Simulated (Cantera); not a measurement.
Cantera run:

```python
import numpy as np
import cantera as ct

gas_names = """
    B BH BH2 BH3 BN BO BO2 B2 B2O B2O2 B2O3 B3O3H3 H HBO HBO2 HNO HNO2 HNO3 HO2 H2 H2O H2O2 H3B3O6 N NH
    NH2 NH3 NH2OH NO NO2 NO3 N2 N2H2 N2H4 N2O O OH O2 O3
""".split()
cond_names = """
    B(b) B(L) BN(s) B2O3(L) B3O3H3(cr) H2O(s) H2O(L)
""".split()


# ... load() reads the species with a 1 bar reference pressure and builds the phases ...
atoms = {
    'B2H6': {'B': 2, 'H': 6},
    'H2O': {'H': 2, 'O': 1},
    'N2': {'N': 2},
}
top_T = {'BN(s)': 3200}  # K; cautious upper limits of use, not melting points


# ... equilibrate(T, P, feed) seeds the gas with the atoms and calls Mixture.equilibrate('TP', solver="vcs", rtol=1e-11, max_steps=5000) ...
results = []
feed = {'B2H6': 1, 'H2O': 20, 'N2': 24}  # mol
P = 290  # Pa
for T in [1575, 1625, 1675, 1725, 1775, 1825, 1875, 1925, 1975]:
    mix = equilibrate(T, P, feed)
    results.append((T, P, feed, dict(zip(mix.species_names, mix.species_moles))))

top = {s: max(r[3][s] / sum(r[3][g] for g in gas_names) for r in results) for s in gas_names}
cols = sorted((s for s in top if top[s] > 1e-06), key=lambda s: -top[s])[:6]
seen = [c for c in cond_names if any(r[3].get(c, 0) > 1e-12 for r in results)]
print("log10 of partial pressures in bar; condensed amounts in mol")
print(f"{'T/K':>10s}" + "".join(f"{s[:9]:>10s}" for s in cols + seen))
for T, P, feed, n in results:
    ng = sum(n[g] for g in gas_names)
    print(f"{T:10.4g}" + "".join(f"{np.log10(max(n[s] / ng * P / 1e5, 1e-99)):10.3f}" for s in cols)
          + "".join(f"{n.get(c, 0):10.4g}" for c in seen))
```

It prints:

```
log10 of partial pressures in bar; condensed amounts in mol
       T/K        N2       H2O        H2      HBO2         H        OH
      1575    -2.839    -3.015    -3.441    -3.923    -6.102    -7.115
      1625    -2.839    -3.015    -3.442    -3.924    -5.872    -6.821
      1675    -2.839    -3.015    -3.442    -3.924    -5.656    -6.544
      1725    -2.839    -3.015    -3.443    -3.925    -5.453    -6.283
      1775    -2.839    -3.015    -3.444    -3.927    -5.260    -6.037
      1825    -2.839    -3.016    -3.445    -3.928    -5.079    -5.805
      1875    -2.840    -3.017    -3.447    -3.930    -4.907    -5.584
      1925    -2.840    -3.018    -3.450    -3.933    -4.744    -5.376
      1975    -2.841    -3.020    -3.453    -3.936    -4.590    -5.179
```

Method: chemical equilibrium by Gibbs-energy minimisation in Cantera with the NASA 1993 tables (ideal gas, pure condensed phases). The feed counts by its element totals alone. Gases not in the tables: H3BO3.
